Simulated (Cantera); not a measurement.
A freely propagating, adiabatic, planar premixed flame of CH4 : O2 : N2 : H2O = 1 : 2.22 : 9.11 : 0.63 (molar parts), unburnt at 650 K and 5.00 bar; multicomponent transport, grid criteria slope 0.08 and curve 0.16, no radiation.

Detailed kinetics in Cantera: GRI-Mech 3.0 (53 species, 325 reactions). Burning velocities carry a grid error of a few per cent, more on coarse grids.

Task: Predict: laminar burning velocity; thermal thickness; peak x(C2H6); peak x(OH).

Result: 
| Item | Result |
|---|---|
| laminar burning velocity | 55.0 cm/s |
| thermal thickness | 0.136 mm |
| peak x(C2H6) | 0.000659 |
| peak x(OH) | 0.00595 |
